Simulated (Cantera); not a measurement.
## Low-pressure radical oxidation in H2/O2

An isothermal, constant-pressure homogeneous reactor starts with 12.3 % H₂, 87.7 % O₂, equivalence ratio 0.070, at 1025 K and 1100 Pa.

Computed with Cantera and GRI-Mech 3.0 (53 species, 325 reactions). Radical loss at walls, strong at low pressure, is not modelled. The temperature is held fixed by assumption; the heat of reaction is taken as removed at once.

```json
[
 {"t (s)": "3.00e-5", "x H₂": "0.123", "x O₂": "0.877", "x OH": "4.01e-12", "x HO₂": "5.05e-11", "x H₂O₂": "<1e-12", "x O": "4.60e-12"},
 {"t (s)": "0.000103", "x H₂": "0.123", "x O₂": "0.877", "x OH": "3.19e-11", "x HO₂": "1.73e-10", "x H₂O₂": "<1e-12", "x O": "4.69e-11"},
 {"t (s)": "0.000353", "x H₂": "0.123", "x O₂": "0.877", "x OH": "2.58e-10", "x HO₂": "6.01e-10", "x H₂O₂": "<1e-12", "x O": "5.22e-10"},
 {"t (s)": "0.00121", "x H₂": "0.123", "x O₂": "0.877", "x OH": "1.54e-8", "x HO₂": "2.62e-9", "x H₂O₂": "1.90e-12", "x O": "3.41e-8"},
 {"t (s)": "0.00416", "x H₂": "0.0929", "x O₂": "0.861", "x OH": "0.00324", "x HO₂": "5.51e-6", "x H₂O₂": "1.82e-7", "x O": "0.00851"},
 {"t (s)": "0.0143", "x H₂": "0.00262", "x O₂": "0.840", "x OH": "0.00288", "x HO₂": "9.02e-6", "x H₂O₂": "1.81e-7", "x O": "0.0228"},
 {"t (s)": "0.0490", "x H₂": "0.000374", "x O₂": "0.865", "x OH": "0.001000", "x HO₂": "5.99e-6", "x H₂O₂": "2.10e-7", "x O": "0.00321"},
 {"t (s)": "0.168", "x H₂": "2.57e-5", "x O₂": "0.869", "x OH": "0.000258", "x HO₂": "1.55e-6", "x H₂O₂": "1.26e-7", "x O": "0.000226"},
 {"t (s)": "0.577", "x H₂": "2.24e-6", "x O₂": "0.869", "x OH": "8.08e-5", "x HO₂": "2.52e-7", "x H₂O₂": "4.75e-8", "x O": "2.19e-5"},
 {"t (s)": "1.98", "x H₂": "3.10e-7", "x O₂": "0.869", "x OH": "3.17e-5", "x HO₂": "4.61e-8", "x H₂O₂": "1.63e-8", "x O": "3.36e-6"},
 {"t (s)": "6.79", "x H₂": "5.97e-8", "x O₂": "0.869", "x OH": "1.43e-5", "x HO₂": "1.03e-8", "x H₂O₂": "5.52e-9", "x O": "6.88e-7"},
 {"t (s)": "23.3", "x H₂": "1.39e-8", "x O₂": "0.869", "x OH": "7.01e-6", "x HO₂": "2.76e-9", "x H₂O₂": "1.81e-9", "x O": "1.65e-7"},
 {"t (s)": "80.0", "x H₂": "3.56e-9", "x O₂": "0.869", "x OH": "3.59e-6", "x HO₂": "1.07e-9", "x H₂O₂": "5.69e-10", "x O": "4.33e-8"}
]
```
x: mole fraction; the columns are a selection and need not sum to one.

Equilibrium at this temperature and pressure: H₂ 2.44e-10, O₂ 0.869, OH 9.36e-7, HO₂ 1.48e-9, H₂O₂ 4.92e-11, O 2.95e-9 (gas phase only).
